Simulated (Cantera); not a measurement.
A Cantera script and its output.

```python
import numpy as np
import cantera as ct

gas = ct.Solution("h2o2.yaml")
gas.TPX = 823, 101325, {'H2': 1, 'O2': 1.11, 'N2': 4.18}
inlet = ct.Reservoir(gas, clone=True)
gas.equilibrate("HP")  # start burning
reactor = ct.IdealGasConstPressureReactor(gas, energy="on", clone=False)
exhaust = ct.Reservoir(gas, clone=True)
tau = [0.075, 0.031, 0.013, 0.0054, 0.0022, 0.00092, 0.00038, 0.00016, 6.6e-05, 2.7e-05][0]
for a, b in ((inlet, reactor), (reactor, exhaust)):
    ct.MassFlowController(a, b, mdot=lambda t: reactor.mass / tau)
net = ct.ReactorNet([reactor])
show = ['H2', 'O2', 'O', 'H2O2', 'HO2', 'OH', 'H']

rows = []
print(f"{'tau/s':>10s}{'T/K':>9s}" + "".join(f"{s:>11s}" for s in show))
for tau in [0.075, 0.031, 0.013, 0.0054, 0.0022, 0.00092, 0.00038, 0.00016, 6.6e-05, 2.7e-05]:
    net.initial_time = 0.0
    net.advance(30 * tau)
    before = gas.X
    net.advance(40 * tau)
    drift = np.max(np.abs(gas.X - before) / (gas.X + 1e-9))
    rows.append([gas.T, *gas[show].X, drift])
    print(f"{tau:10.3e}{gas.T:9.1f}" + "".join(f"{x:11.3e}" for x in gas[show].X))
```

It prints:

```
     tau/s      T/K         H2         O2          O       H2O2        HO2         OH          H
 7.500e-02   1974.8  2.534e-04  1.046e-01  3.271e-04  1.096e-07  2.300e-06  2.681e-03  3.933e-05
 3.100e-02   1969.8  3.965e-04  1.044e-01  5.010e-04  1.280e-07  2.740e-06  3.291e-03  7.536e-05
 1.300e-02   1961.2  6.663e-04  1.041e-01  8.357e-04  1.619e-07  3.701e-06  4.194e-03  1.639e-04
 5.400e-03   1946.8  1.159e-03  1.036e-01  1.452e-03  2.173e-07  5.576e-06  5.414e-03  3.803e-04
 2.200e-03   1922.6  2.031e-03  1.031e-01  2.547e-03  3.028e-07  8.946e-06  6.926e-03  9.024e-04
 9.200e-04   1884.9  3.415e-03  1.025e-01  4.269e-03  4.287e-07  1.420e-05  8.499e-03  2.028e-03
 3.800e-04   1825.7  5.550e-03  1.021e-01  6.827e-03  6.390e-07  2.196e-05  9.876e-03  4.358e-03
 1.600e-04   1741.9  8.526e-03  1.022e-01  9.974e-03  1.028e-06  3.188e-05  1.056e-02  8.482e-03
 6.600e-05   1627.7  1.302e-02  1.037e-01  1.304e-02  1.885e-06  4.423e-05  1.020e-02  1.502e-02
 2.700e-05   1483.0  2.222e-02  1.091e-01  1.394e-02  3.884e-06  6.044e-05  8.690e-03  2.300e-02
```

Computed with Cantera and the H2/O2 subset of GRI-Mech 3.0, which has no nitrogen chemistry.
